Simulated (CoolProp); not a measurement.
Saturation properties of R1336mzz(Z).

The numbers come from the reference Helmholtz-energy equation of state, McLinden 2020 in CoolProp.

```
T (°C)  p (bar)  liquid density (kg/m³)  vapour density (kg/m³)  enthalpy of vaporisation (kJ/kg)
------  -------  ----------------------  ----------------------  --------------------------------
5.85     0.3262                    1413                   2.363                             177.0
12.05    0.4307                    1398                   3.068                             174.3
18.35    0.5628                    1382                   3.947                             171.5
24.55    0.7227                    1366                   4.997                             168.7
30.75    0.9168                    1350                   6.257                             165.8
36.95     1.150                    1333                   7.757                             162.9
43.25     1.432                    1316                   9.561                             159.9
49.45     1.759                    1299                   11.65                             156.8
55.65     2.142                    1281                   14.08                             153.6
61.85     2.586                    1263                   16.91                             150.3
```

It boils at 33.5 °C under 1 atm.
